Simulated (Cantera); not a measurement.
# Equilibrium for carbothermic reduction: Ta2O5 + C + H2

Charge: 1 mol Ta2O5, 1.6 mol C, 0.14 mol H2, equilibrated at 26.0 Pa.

Cantera equilibrium calculation (NASA polynomials, part measured and part estimated; ideal gas, pure solids and liquids). Candidate condensed phases: C, C6H6, C7H8, C8H18, H2O, Ta, TaC, Ta2O5; 113 gas species. Mutual solubility and eutectic melting of coexisting phases are not modelled. TaC: taken at fixed stoichiometry. Condensed phases not in the tables: Ta2C, N, O or C dissolved in the metal. Equilibrium is a limit: real reactors are often held back by kinetics, nucleation or transport.

| T (°C) | x CO | x H2 | x H | x TaO2 | x TaO | x CO2 | x H2O | x OH | n TaC(s) | n Ta2O5(s) | n Ta(s) |
|---|---|---|---|---|---|---|---|---|---|---|---|
| 1075 | 0.891 | 0.109 | 4.74e-5 | 3.76e-11 | <1e-12 | 0.000172 | 4.12e-5 | 2.88e-10 | 0.457 | 0.771 | 0 |
| 1125 | 0.891 | 0.109 | 9.69e-5 | 3.06e-10 | 6.47e-12 | 0.000171 | 4.53e-5 | 7.93e-10 | 0.457 | 0.771 | 0 |
| 1175 | 0.891 | 0.109 | 0.000189 | 2.14e-9 | 6.34e-11 | 0.000170 | 4.93e-5 | 2.03e-9 | 0.457 | 0.771 | 0 |
| 1225 | 0.891 | 0.109 | 0.000352 | 1.31e-8 | 5.32e-10 | 0.000169 | 5.34e-5 | 4.89e-9 | 0.457 | 0.771 | 0 |
| 1275 | 0.890 | 0.109 | 0.000630 | 7.11e-8 | 3.88e-9 | 0.000169 | 5.74e-5 | 1.11e-8 | 0.457 | 0.771 | 0 |
| 1325 | 0.890 | 0.108 | 0.00109 | 3.46e-7 | 2.49e-8 | 0.000168 | 6.13e-5 | 2.39e-8 | 0.457 | 0.771 | 0 |
| 1375 | 0.890 | 0.108 | 0.00182 | 1.52e-6 | 1.43e-7 | 0.000167 | 6.51e-5 | 4.91e-8 | 0.457 | 0.771 | 0 |
| 1425 | 0.889 | 0.107 | 0.00294 | 6.13e-6 | 7.34e-7 | 0.000167 | 6.86e-5 | 9.65e-8 | 0.457 | 0.771 | 0 |
| 1475 | 0.889 | 0.106 | 0.00462 | 2.27e-5 | 3.43e-6 | 0.000166 | 7.19e-5 | 1.82e-7 | 0.457 | 0.771 | 0 |
| 1525 | 0.887 | 0.105 | 0.00708 | 7.80e-5 | 1.47e-5 | 0.000165 | 7.47e-5 | 3.31e-7 | 0.457 | 0.771 | 0 |
| 1575 | 0.915 | 0.0755 | 0.00903 | 0.000229 | 4.46e-5 | 0.000203 | 6.71e-5 | 5.91e-7 | 0 | 0.680 | 0.640 |
| 1625 | 0.913 | 0.0732 | 0.0131 | 0.000621 | 0.000120 | 0.000248 | 8.37e-5 | 1.23e-6 | 0 | 0.679 | 0.640 |
| 1675 | 0.909 | 0.0702 | 0.0186 | 0.00160 | 0.000307 | 0.000300 | 0.000102 | 2.43e-6 | 0 | 0.679 | 0.639 |
x: gas mole fraction; n: condensed amount in mol.

From 1075 °C to 1525 °C the condensed part is TaC(s) + Ta2O5(s). From 1575 °C to 1675 °C the condensed part is Ta(s) + Ta2O5(s).
